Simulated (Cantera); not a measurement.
A closed system holds: 1 mol Pb, 0.43 mol CO, 6.9 mol H2, 0.04 mol CO2, equilibrated at 2000 K and 0.133 bar.

Equilibrium computed with Cantera from the NASA thermochemical tables; the gas is ideal and each condensed phase is pure. Candidate condensed phases: C, C6H6, C7H8, C8H18, H2O, Pb, PbO, PbO2, Pb3O4; 113 gas species. Kinetics and transport are ignored.

Base state: H2 0.816, Pb 0.119, CO 0.0560, H2O 0.00469, H 0.00402, CO2 7.02e-5 (mole fractions); condensed: gas only.

Q: What changes in the equilibrium state with this change: 0.95 mol CH4 added?

A: 
```
species            before     after
----------------  -------  --------
H2                  0.816     0.849
Pb                  0.119    0.0968
CO                 0.0560    0.0494
C2H2 (acetylene)    <1e-9  0.000652
CO2               7.02e-5   8.31e-9
H2O               0.00469   6.55e-7
C(graphite), mol        0     0.896
```

Q: What changes in the equilibrium state with this change: CO2 from 0.04 to 0.06 mol?

A: 
| species | before | after |
|---|---|---|
| H2 | 0.816 | 0.812 |
| Pb | 0.119 | 0.119 |
| CO | 0.0560 | 0.0582 |
| H2O | 0.00469 | 0.00702 |
| CO2 | 7.02e-5 | 0.000110 |
| H | 0.00402 | 0.00401 |

Q: What changes in the equilibrium state with this change: CO2 from 0.04 to 17 mol?

A: 
```json
[
 {"species": "CO2", "before": "7.02e-5", "after": "0.429"},
 {"species": "CO", "before": "0.0560", "after": "0.259"},
 {"species": "H2O", "before": "0.00469", "after": "0.240"},
 {"species": "H2", "before": "0.816", "after": "0.0316"},
 {"species": "Pb", "before": "0.119", "after": "0.0381"},
 {"species": "O2", "before": "<1e-9", "after": "3.60e-5"},
 {"species": "O", "before": "8.33e-9", "after": "1.10e-5"},
 {"species": "PbO", "before": "3.12e-6", "after": "0.00132"},
 {"species": "OH", "before": "2.31e-6", "after": "0.000600"},
 {"species": "H", "before": "0.00402", "after": "0.000792"}
]
```
Gases not in the tables: (PbO)n polymers.
